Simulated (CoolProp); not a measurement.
Properties of C3F8 (R218) along the isotherm 440 K (Tc = 345.0 K, pc = 26.40 bar, ω = 0.317).

Model: reference Helmholtz-energy equation of state, Lemmon 2006, in CoolProp. It is a short technical equation, of lower accuracy than the large ones.

| p (bar) | phase | Joule-Thomson coefficient (K/MPa) | conductivity (mW/(m K)) |
|---|---|---|---|
| 0.125 | gas | 4.009 | 24.8 |
| 0.257 | gas | 4.013 | 24.8 |
| 0.528 | gas | 4.020 | 24.8 |
| 1.08 | gas | 4.036 | 24.8 |
| 2.23 | gas | 4.068 | 24.9 |
| 4.57 | gas | 4.133 | 25.1 |
| 9.39 | gas | 4.269 | 25.5 |
| 19.3 | gas | 4.532 | 26.4 |
| 39.6 | supercritical | 4.724 | 29.0 |

Thermal conductivity comes from a separate model (Huber 2003), an estimate that may be off by 10 % or more.
